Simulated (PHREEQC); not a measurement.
# Acid rinse or clean (model solution)

Consider water at 25 °C with 0.067 mol HF and 0.034 mol CuSO4 per kg of water. Closed to the air; pH follows from the charge balance.

Computed with PHREEQC (ion-association model, wateq4f.dat).

Each row changes one thing in this solution. This is a speciation only: nothing precipitates in the calculation.

```tsv
case	pH	ionic strength (mol/kgw)	HF (mol/kgw)	Cu+2 (mol/kgw)	SO4-2 (mol/kgw)	CuSO4 (mol/kgw)	SI of Chalcanthite (CuSO4:5H2O)	SI of CuF2:2H2O (CuF2:2H2O)
as made	2.30	0.0875	0.0447	0.0208	0.0177	0.0120	-1.59	-1.95
temperature from 25 to 55 °C	2.44	0.0834	0.0509	…	0.0162	0.0121	-1.76	-1.82
CuSO4 from 0.034 to 0.0034 mol/kgw	2.23	0.0172	0.0469	0.00277	0.00213	0.000442	-3.03	-2.77
HF from 0.067 to 0.335 mol/kgw	…	0.0969	0.163	0.0218	0.0154	0.0102	-1.66	-1.55
CuSO4 from 0.034 to 0.34 mol/kgw	2.42	0.626	0.0365	0.156	…	0.178	-0.38	-1.16
```

Question: Some entries are withheld; supply them.

Answer: 
- temperature from 25 to 55 °C, Cu+2 (mol/kgw): 0.0205
- HF from 0.067 to 0.335 mol/kgw, pH: 1.94
- CuSO4 from 0.034 to 0.34 mol/kgw, SO4-2 (mol/kgw): 0.147

wateq4f.dat counts part of the HF as a dimer, H2F2, which phreeqc.dat doesn't know; its constant is uncertain. At this temperature some constants are extrapolated from 25 °C, and those without enthalpy data are left unchanged.
